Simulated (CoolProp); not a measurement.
Saturation properties of R152A (Tc = 113.3 °C, pc = 4.517 MPa, ω = 0.275).

Model: reference Helmholtz-energy equation of state, Outcalt 1996, in CoolProp. It is a modified Benedict-Webb-Rubin equation, recast in Helmholtz form.

| T (°C) | p (MPa) | liquid density (kg/m³) | enthalpy of vaporisation (kJ/kg) | surface tension (mN/m) |
|---|---|---|---|---|
| 16.15 | 0.4549 | (withheld) | 289.8 | 10.9 |
| 20.95 | 0.5280 | 909.6 | 284.2 | 10.2 |
| 25.65 | 0.6080 | (withheld) | 278.6 | 9.62 |
| 30.45 | 0.6987 | 885.4 | 272.6 | 8.99 |
| 35.25 | 0.7993 | 872.7 | 266.4 | 8.36 |
| 40.05 | 0.9105 | 859.5 | (withheld) | 7.74 |
| 44.85 | 1.033 | 845.9 | 253.1 | 7.13 |
| 49.65 | 1.167 | 831.8 | 246.0 | 6.53 |
| 54.45 | 1.314 | 817.2 | 238.5 | 5.94 |
| 59.25 | 1.474 | 801.8 | 230.6 | 5.35 |
| 63.95 | 1.645 | 786.1 | 222.5 | 4.80 |
| 68.75 | 1.835 | 769.2 | (withheld) | 4.24 |

**Question.** Fill in the missing entries.

**Answer.** 
- 16.15, liquid density (kg/m³): 921.4
- 25.65, liquid density (kg/m³): 897.8
- 40.05, enthalpy of vaporisation (kJ/kg): 259.9
- 68.75, enthalpy of vaporisation (kJ/kg): 213.6

It boils at -24.0 °C under 1 atm.

Surface tension comes from a separate correlation (Mulero 2012).
